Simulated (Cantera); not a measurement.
# Premixed flame

A freely propagating, adiabatic, planar premixed flame of 27.3 % H2, 15.0 % O2, 54.0 % N2, 3.82 % H2O, equivalence ratio 0.91, unburnt at 600 K and 9.40 bar; mixture-averaged transport, grid criteria slope 0.08 and curve 0.16, no radiation.

Computed with Cantera and the H2/O2 subset of GRI-Mech 3.0, which has no nitrogen chemistry. The hydrogen kinetics of GRI-Mech 3.0 are dated; newer H2 mechanisms differ, most at raised pressure. Burning velocities carry a grid error of a few per cent, more on coarse grids.

```csv
z (mm),T (K),u (m/s),x H2,x O2,x H2O,x H2O2,x H,x HO2
-0.0820,600,4.46,0.272,0.150,0.0382,<1e-8,<1e-8,<1e-8
-0.0547,600,4.46,0.272,0.150,0.0382,1.21e-8,<1e-8,1.26e-7
-0.0410,601,4.45,0.270,0.150,0.0383,7.69e-8,<1e-8,7.83e-7
-0.0273,606,4.46,0.263,0.152,0.0390,1.54e-6,<1e-8,1.53e-5
-0.0137,714,5.04,0.224,0.155,0.0505,7.56e-5,2.81e-5,0.000803
-0.00683,1052,7.16,0.172,0.141,0.0951,0.000193,0.00149,0.00136
0,1499,9.99,0.108,0.104,0.175,3.51e-5,0.00794,0.000679
0.00683,1806,11.9,0.0607,0.0658,0.243,6.36e-6,0.0133,0.000315
0.0137,1981,13.1,0.0383,0.0449,0.277,4.38e-6,0.0133,0.000162
0.0273,2157,14.1,0.0247,0.0316,0.302,2.92e-6,0.00915,7.35e-5
0.0547,2301,15.0,0.0168,0.0258,0.319,2.01e-6,0.00455,3.41e-5
0.109,2398,15.5,0.0104,0.0226,0.331,1.44e-6,0.00194,1.66e-5
0.219,2450,15.8,0.00632,0.0209,0.339,1.13e-6,0.000872,9.91e-6
```
x: mole fraction of selected species; z is measured from the peak of heat release.

laminar burning velocity: 446 cm/s
thermal thickness: 0.0273 mm
peak x(H2O2): 0.000195
peak x(H): 0.0138
peak x(HO2): 0.00148
grid points: 109
